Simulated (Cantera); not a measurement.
# Carbon deposition, reforming and gasification: C3H6 + H2O + H2 + CO2

Feed: 1 mol C3H6, 0.095 mol H2O, 2.5 mol H2, 0.41 mol CO2, at 1.00 bar.

Method: chemical equilibrium by Gibbs-energy minimisation in Cantera with the NASA 1993 tables (ideal gas, pure condensed phases). Candidate condensed phases: C, C6H6, C7H8, C8H18, H2O; 110 gas species. Equilibrium is a limit: real reactors are often held back by kinetics, nucleation or transport.

```json
[
 {"T (K)": "698", "x H2": "0.243", "x CH4": "0.526", "x H2O": "0.213", "x CO": "0.00191", "x CO2": "0.0160", "x H": "<1e-12", "x C2H2 (acetylene)": "<1e-12", "x CH3": "<1e-12", "n C(graphite)": "1.39"},
 {"T (K)": "798", "x H2": "0.483", "x CH4": "0.324", "x H2O": "0.160", "x CO": "0.0134", "x CO2": "0.0190", "x H": "1.85e-12", "x C2H2 (acetylene)": "<1e-12", "x CH3": "1.79e-11", "n C(graphite)": "1.86"},
 {"T (K)": "898", "x H2": "0.688", "x CH4": "0.152", "x H2O": "0.0916", "x CO": "0.0527", "x CO2": "0.0163", "x H": "9.08e-11", "x C2H2 (acetylene)": "3.62e-11", "x CH3": "3.19e-10", "n C(graphite)": "2.27"},
 {"T (K)": "998", "x H2": "0.791", "x CH4": "0.0610", "x H2O": "0.0345", "x CO": "0.107", "x CO2": "0.00675", "x H": "1.91e-9", "x C2H2 (acetylene)": "8.55e-10", "x CH3": "2.55e-9", "n C(graphite)": "2.38"},
 {"T (K)": "1098", "x H2": "0.831", "x CH4": "0.0252", "x H2O": "0.0101", "x CO": "0.132", "x CO2": "0.00160", "x H": "2.25e-8", "x C2H2 (acetylene)": "1.06e-8", "x CH3": "1.25e-8", "n C(graphite)": "2.41"},
 {"T (K)": "1198", "x H2": "0.846", "x CH4": "0.0115", "x H2O": "0.00312", "x CO": "0.139", "x CO2": "0.000374", "x H": "1.75e-7", "x C2H2 (acetylene)": "8.37e-8", "x CH3": "4.52e-8", "n C(graphite)": "2.44"},
 {"T (K)": "1298", "x H2": "0.853", "x CH4": "0.00579", "x H2O": "0.00111", "x CO": "0.140", "x CO2": "0.000104", "x H": "9.90e-7", "x C2H2 (acetylene)": "4.76e-7", "x CH3": "1.32e-7", "n C(graphite)": "2.47"},
 {"T (K)": "1398", "x H2": "0.856", "x CH4": "0.00320", "x H2O": "0.000455", "x CO": "0.141", "x CO2": "3.46e-5", "x H": "4.38e-6", "x C2H2 (acetylene)": "2.10e-6", "x CH3": "3.28e-7", "n C(graphite)": "2.48"},
 {"T (K)": "1498", "x H2": "0.857", "x CH4": "0.00191", "x H2O": "0.000210", "x CO": "0.141", "x CO2": "1.34e-5", "x H": "1.59e-5", "x C2H2 (acetylene)": "7.55e-6", "x CH3": "7.17e-7", "n C(graphite)": "2.48"},
 {"T (K)": "1598", "x H2": "0.858", "x CH4": "0.00121", "x H2O": "0.000107", "x CO": "0.141", "x CO2": "5.84e-6", "x H": "4.93e-5", "x C2H2 (acetylene)": "2.31e-5", "x CH3": "1.42e-6", "n C(graphite)": "2.49"},
 {"T (K)": "1698", "x H2": "0.858", "x CH4": "0.000813", "x H2O": "5.89e-5", "x CO": "0.141", "x CO2": "2.83e-6", "x H": "0.000134", "x C2H2 (acetylene)": "6.18e-5", "x CH3": "2.58e-6", "n C(graphite)": "2.49"},
 {"T (K)": "1798", "x H2": "0.858", "x CH4": "0.000571", "x H2O": "3.47e-5", "x CO": "0.141", "x CO2": "1.49e-6", "x H": "0.000326", "x C2H2 (acetylene)": "0.000148", "x CH3": "4.39e-6", "n C(graphite)": "2.49"},
 {"T (K)": "1898", "x H2": "0.858", "x CH4": "0.000416", "x H2O": "2.17e-5", "x CO": "0.141", "x CO2": "8.46e-7", "x H": "0.000724", "x C2H2 (acetylene)": "0.000323", "x CH3": "7.04e-6", "n C(graphite)": "2.49"}
]
```
x: gas mole fraction; n: condensed amount in mol.

From 698 K to 1898 K the condensed part is C(graphite). The main C-bearing gas is CH4 at 698 K and CO at 1898 K.
